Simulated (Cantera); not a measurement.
An adiabatic, constant-volume homogeneous reactor starts with CH4 : O2 : N2 = 1 : 1.05 : 3.96 (molar parts), at 1050 K and 77000 Pa. Integrator tolerance rtol = 1e-08.

Detailed kinetics in Cantera: GRI-Mech 3.0 (53 species, 325 reactions).

### Question
What does this change do: O2 1.05 to 0.41 parts?

### Answer
```json
[
 {"quantity": "time of steepest temperature rise", "before": "0.828 s", "after": "not reached"},
 {"quantity": "temperature at 1.00 s", "before": "2505 K", "after": "1052 K"},
 {"quantity": "equilibrium temperature", "before": "2505 K", "after": "1212 K"},
 {"quantity": "x(CH4) at 1.00 s", "before": "3.96e-11 (gas-phase equilibrium 4.46e-11)", "after": "0.186 (gas-phase equilibrium 0.0258)"},
 {"quantity": "x(O2) at 1.00 s", "before": "1.56e-5 (gas-phase equilibrium 1.56e-5)", "after": "0.0761 (gas-phase equilibrium <1e-12)"},
 {"quantity": "x(NO) at 1.00 s", "before": "0.000170 (gas-phase equilibrium 0.000170)", "after": "<1e-12 (gas-phase equilibrium <1e-12)"},
 {"quantity": "x(H2) at 1.00 s", "before": "0.145 (gas-phase equilibrium 0.145)", "after": "6.74e-5 (gas-phase equilibrium 0.250)"},
 {"quantity": "x(CO) at 1.00 s", "before": "0.124 (gas-phase equilibrium 0.124)", "after": "6.30e-5 (gas-phase equilibrium 0.124)"},
 {"quantity": "x(CH2O) at 1.00 s", "before": "1.54e-8 (gas-phase equilibrium 1.54e-8)", "after": "0.000128 (gas-phase equilibrium 1.65e-8)"},
 {"quantity": "x(CO2) at 1.00 s", "before": "0.0189 (gas-phase equilibrium 0.0189)", "after": "1.09e-7 (gas-phase equilibrium 1.00e-5)"}
]
```

### Question
What does this change do: pressure from 77000 Pa to 520000 Pa?

### Answer
```json
[
 {"quantity": "time of steepest temperature rise", "before": "0.828 s", "after": "0.107 s"},
 {"quantity": "temperature at 1.00 s", "before": "2505 K", "after": "2539 K"},
 {"quantity": "equilibrium temperature", "before": "2505 K", "after": "2539 K"},
 {"quantity": "x(CH4) at 1.00 s", "before": "3.96e-11 (gas-phase equilibrium 4.46e-11)", "after": "1.66e-9 (gas-phase equilibrium 1.86e-9)"},
 {"quantity": "x(O2) at 1.00 s", "before": "1.56e-5 (gas-phase equilibrium 1.56e-5)", "after": "3.16e-6 (gas-phase equilibrium 3.16e-6)"},
 {"quantity": "x(NO) at 1.00 s", "before": "0.000170 (gas-phase equilibrium 0.000170)", "after": "8.13e-5 (gas-phase equilibrium 8.13e-5)"},
 {"quantity": "x(H2) at 1.00 s", "before": "0.145 (gas-phase equilibrium 0.145)", "after": "0.147 (gas-phase equilibrium 0.147)"},
 {"quantity": "x(CO) at 1.00 s", "before": "0.124 (gas-phase equilibrium 0.124)", "after": "0.125 (gas-phase equilibrium 0.125)"},
 {"quantity": "x(CH2O) at 1.00 s", "before": "1.54e-8 (gas-phase equilibrium 1.54e-8)", "after": "1.07e-7 (gas-phase equilibrium 1.07e-7)"},
 {"quantity": "x(CO2) at 1.00 s", "before": "0.0189 (gas-phase equilibrium 0.0189)", "after": "0.0187 (gas-phase equilibrium 0.0187)"}
]
```
